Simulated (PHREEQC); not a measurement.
0.46 g of hydrous ferric oxide (600 m²/g; 0.2 weak and 0.005 strong sites per Fe, Dzombak-Morel constants, diffuse double layer) in 1 kg of water with 0.3 mol/kgw of an inert sodium salt and 6.2e-06 mol NaH2PO4 and 0.0024 mol CaCl2, at 25 °C; the pH is set by adding NaOH or the inert anion's acid. Oxygen is held at 0.21 atm. No CO2 enters from the air. No solid was allowed to form.

The series has 13 steps of pH, from 3 to 9.

Equilibrium calculation in PHREEQC: ion-association model, wateq4f.dat.

Task: At which pH does the surface charge pass through zero?

Result: Near pH 8.7.

Along this series the solution becomes supersaturated in solids that the run did not let form, among them Hydroxyapatite. H3PO4, which wateq4f.dat lacks, is added to it with the constant of phreeqc.dat. The oxide is taken as insoluble; below pH 4 it would dissolve.
